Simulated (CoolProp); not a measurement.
Vapour pressure (MPa) of ethylbenzene: the reference equation beside estimates from Tc = 617.1 K, pc = 3.622 MPa, ω = 0.304.

Model: reference Helmholtz-energy equation of state, Zhou 2012, in CoolProp.

```csv
T (K),reference,Lee-Kesler,Peng-Robinson
295.7,0.001110,0.001049,0.001199
301.7,0.001563,0.001478,0.001672
307.7,0.002165,0.002051,?
313.7,0.002956,0.002807,0.003113
319.7,0.003980,0.003788,0.004162
325.7,0.005288,0.005046,0.005498
331.6,0.006911,0.006613,0.007146
337.6,?,0.008608,0.009229
343.6,0.01151,0.01109,0.01180
349.6,0.01463,?,0.01493
355.6,?,0.01784,0.01872
361.6,0.02295,0.02232,0.02328
```

Problem. Complete the blanks.

Solution. 
- 307.7, Peng-Robinson: 0.002297
- 337.6, reference: 0.008968
- 349.6, Lee-Kesler: 0.01413
- 355.6, reference: 0.01841

Absolute difference from the reference over all 12 rows, mean and median: Lee-Kesler 4.3 and 4.4 %, Peng-Robinson 4.1 and 3.7 %.
